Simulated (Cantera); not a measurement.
Thermodynamics of halide evaporation, hydrolysis and transport, feed FeCl3 + H2O + H2

Charge: 1 mol FeCl3, 0.6 mol H2O, 390 mol H2, equilibrated at 1925 °C and 2.70 mbar.

Method: chemical equilibrium by Gibbs-energy minimisation in Cantera with the NASA 1993 tables (ideal gas, pure condensed phases). Candidate condensed phases: Fe, FeCl2, FeCl3, FeO, Fe(OH)2, Fe(OH)3, Fe2O3, Fe3O4, H2O; 22 gas species. The numbers say what is thermodynamically allowed, not how fast it happens.

| Property | Value |
|---|---|
| x(H2) | 0.888 |
| x(H) | 0.101 |
| x(HCl) | 0.00669 |
| x(Fe) | 0.00241 |
| x(H2O) | 0.00142 |
| x(Cl) | 0.000554 |
| x(OH) | 2.26e-5 |
| x(O) | 1.79e-6 |
| gas amount | 414.1 mol |
| log10 activity of Fe(l) (absent) | -2.62 |
| log10 activity of FeCl2(l) (absent) | -11.20 |
